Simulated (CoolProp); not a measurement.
R1123 along the isobar 4710 kPa: density (kg/m³) from the reference equation and from simpler models built on Tc = 331.7 K, pc = 4549 kPa, ω = 0.243; each cubic takes its own stable root.

Values from CoolProp's reference Helmholtz-energy equation of state, Akasaka 2020.

| T (K) | phase | reference |
|---|---|---|
| 271.4 | liquid | 1153 |
| 279.5 | liquid | 1120 |
| 287.7 | liquid | 1083 |
| 295.8 | liquid | 1043 |
| 304 | liquid | 997.9 |
| 312.1 | liquid | 945.6 |
| 320.3 | liquid | 879.3 |
| 328.4 | liquid | 779.5 |
| 336.6 | supercritical | 305.8 |
| 344.7 | supercritical | 239.4 |
| 352.9 | supercritical | 210.2 |
| 361 | supercritical | 191.7 |
| 369.2 | supercritical | 177.8 |

Q: How far does each simpler model (Redlich-Kwong, Soave-Redlich-Kwong) lie from the reference over these 13 states: mean and median of the absolute difference, and the worst?

A: 
- Redlich-Kwong: mean 10.9 %, median 14.1 %, worst -22.3 % at 328.4 K and 4710 kPa
- Soave-Redlich-Kwong: mean 9.6 %, median 10.6 %, worst -20.9 % at 328.4 K and 4710 kPa
